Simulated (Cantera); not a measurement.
Input (Python, Cantera) and output of one run.

```python
import numpy as np
import cantera as ct

gas_names = [...]  # 95 gases of nasa_gas.yaml made of C, F, H
cond_names = """
    C(gr) C6H6(L) C7H8(L) C8H18(L),n-octa
""".split()


# ... load() reads the species with a 1 bar reference pressure and builds the phases ...
atoms = {
    'c-C4F8': {'C': 4, 'F': 8},
    'H2': {'H': 2},
}
top_T = {'C(gr)': 4500}  # K; cautious upper limits of use, not melting points


# ... equilibrate(T, P, feed) seeds the gas with the atoms and calls Mixture.equilibrate('TP', solver="vcs", rtol=1e-11, max_steps=5000) ...
results = []
T = 2550  # K
P = 13  # Pa
for m in [0.9, 1.6, 2.4, 3.1, 3.8, 4.6, 5.3, 6.1, 6.8, 7.5]:
    feed = {'c-C4F8': 1, 'H2': m}  # mol
    mix = equilibrate(T, P, feed)
    results.append((T, P, feed, dict(zip(mix.species_names, mix.species_moles))))

top = {s: max(r[3][s] / sum(r[3][g] for g in gas_names) for r in results) for s in gas_names}
cols = sorted((s for s in top if top[s] > 0.001), key=lambda s: -top[s])[:9]
seen = [c for c in cond_names if any(r[3].get(c, 0) > 1e-12 for r in results)]
print("log10 of partial pressures in bar; condensed amounts in mol")
print(f"{'n(H2)':>10s}" + "".join(f"{s[:9]:>10s}" for s in cols + seen))
for T, P, feed, n in results:
    ng = sum(n[g] for g in gas_names)
    print(f"{feed['H2']:10.4g}" + "".join(f"{np.log10(max(n[s] / ng * P / 1e5, 1e-99)):10.3f}" for s in cols)
          + "".join(f"{n.get(c, 0):10.4g}" for c in seen))
```

Output:

```
log10 of partial pressures in bar; condensed amounts in mol
     n(H2)        HF         F         H        CF        H2        C3       CF2         C     C(gr)
       0.9    -4.549    -4.021    -6.164    -5.442    -9.317    -5.973    -6.136    -6.486     3.496
       1.6    -4.306    -4.129    -5.813    -5.550    -8.615    -5.973    -6.352    -6.486      3.56
       2.4    -4.143    -4.292    -5.488    -5.712    -7.963    -5.973    -6.676    -6.486     3.624
       3.1    -4.054    -4.488    -5.202    -5.909    -7.391    -5.973    -7.070    -6.486     3.668
       3.8    -4.012    -4.747    -4.902    -6.167    -6.793    -5.973    -7.586    -6.486     3.691
       4.6    -4.025    -5.039    -4.622    -6.460    -6.232    -5.973    -8.171    -6.486      3.68
       5.3    -4.060    -5.228    -4.468    -6.649    -5.925    -5.973    -8.549    -6.486      3.65
       6.1    -4.105    -5.383    -4.359    -6.803    -5.707    -5.973    -8.858    -6.486     3.609
       6.8    -4.144    -5.485    -4.296    -6.906    -5.579    -5.973    -9.063    -6.486     3.569
       7.5    -4.181    -5.568    -4.249    -6.988    -5.486    -5.973    -9.229    -6.486     3.529
```

Cantera equilibrium calculation (NASA polynomials, part measured and part estimated; ideal gas, pure solids and liquids). The feed counts by its element totals alone.
